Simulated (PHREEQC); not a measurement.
A solution holds 0.0079 mol/kgw HNO3, 6e-05 mol/kgw Al(NO3)3 and 0.0097 mol/kgw CuSO4, at 80 °C. Closed to the air; pH follows from the charge balance.

Computed with PHREEQC (ion-association model, phreeqc.dat).

Q: The ionic strength comes out as 0.0313 mol/kgw. What activity coefficients do Al(SO4)2-, Al+3, H+, AlSO4+, Cu+2 get?

A: Al(SO4)2- 0.83, Al+3 0.26, H+ 0.86, AlSO4+ 0.83, Cu+2 0.50.

No solid was allowed to form. Complexes and solids missing from the database can't appear. Constants without temperature data keep their 25 °C values here.
